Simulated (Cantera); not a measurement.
Cantera run, input and output.

```python
import numpy as np
import cantera as ct

gas = ct.Solution("h2o2.yaml")
gas.TPX = 1375, 1333, {'H2': 0.025, 'O2': 1}
reactor = ct.IdealGasConstPressureReactor(gas, energy="off", clone=False)
net = ct.ReactorNet([reactor])
net.rtol, net.atol = 1e-08, 1e-18
show = ['H2', 'O2', 'HO2', 'OH', 'H2O2', 'H2O']
times = np.geomspace(1e-05, 4, 13)

steps = ct.SolutionArray(gas, extra=["t"])
rows = []
print(f"{'t/s':>10s}{'T/K':>9s}{'P/Pa':>11s}" + "".join(f"{s:>11s}" for s in show))
for t in times:
    while net.time < t:
        t_next = net.step()
        steps.append(gas.state, t=t_next)
    rows.append([np.interp(t, steps.t, y) for y in (steps.T, steps.P, *steps(*show).X.T)])
    print(f"{t:10.3e}{rows[-1][0]:9.1f}{rows[-1][1]:11.4g}" + "".join(f"{x:11.3e}" for x in rows[-1][2:]))
rate = np.gradient(steps.T, steps.t)
print("integrator steps:", len(steps.t))
if steps.T.max() > steps.T[0] + 200:
    print(f"time of steepest temperature rise: {steps.t[rate.argmax()]:.4e} s")
gas.TPX = 1375, 1333, {'H2': 0.025, 'O2': 1}
gas.equilibrate("TP")
print(f"equilibrium (TP): T = {gas.T:.1f} K  " + "  ".join(f"{s} {gas[s].X[0]:.3e}" for s in show))
```

Result:

```
       t/s      T/K       P/Pa         H2         O2        HO2         OH       H2O2        H2O
 1.000e-05   1375.0       1333  2.439e-02  9.756e-01  3.911e-09  7.684e-10  1.488e-13  2.565e-11
 2.930e-05   1375.0       1333  2.439e-02  9.756e-01  1.146e-08  5.046e-09  1.270e-12  5.227e-10
 8.584e-05   1375.0       1333  2.439e-02  9.756e-01  3.357e-08  2.651e-08  1.077e-11  8.645e-09
 2.515e-04   1375.0       1333  2.439e-02  9.756e-01  9.834e-08  1.607e-07  8.911e-11  1.392e-07
 7.368e-04   1375.0       1333  2.438e-02  9.756e-01  2.916e-07  4.586e-06  6.925e-10  6.531e-06
 2.159e-03   1375.0       1333  7.112e-03  9.605e-01  1.411e-06  5.271e-03  6.892e-08  1.357e-02
 6.325e-03   1375.0       1333  2.182e-04  9.538e-01  1.052e-06  2.897e-03  2.781e-08  2.194e-02
 1.853e-02   1375.0       1333  2.030e-04  9.554e-01  1.021e-06  2.797e-03  2.739e-08  2.211e-02
 5.429e-02   1375.0       1333  1.661e-04  9.591e-01  9.352e-07  2.535e-03  2.612e-08  2.253e-02
 1.591e-01   1375.0       1333  9.954e-05  9.657e-01  7.337e-07  1.969e-03  2.245e-08  2.325e-02
 4.660e-01   1375.0       1333  3.469e-05  9.718e-01  4.114e-07  1.166e-03  1.491e-08  2.398e-02
 1.365e+00   1375.0       1333  7.189e-06  9.745e-01  1.468e-07  5.320e-04  6.727e-09  2.440e-02
 4.000e+00   1375.0       1333  1.235e-06  9.751e-01  4.416e-08  2.208e-04  2.198e-09  2.458e-02
integrator steps: 1246
equilibrium (TP): T = 1375.0 K  H2 6.660e-08  O2 9.753e-01  HO2 3.918e-08  OH 5.138e-05  H2O2 2.657e-10  H2O 2.467e-02
```

Computed with Cantera and the H2/O2 subset of GRI-Mech 3.0, which has no nitrogen chemistry. Radical loss at walls, strong at low pressure, is not modelled.
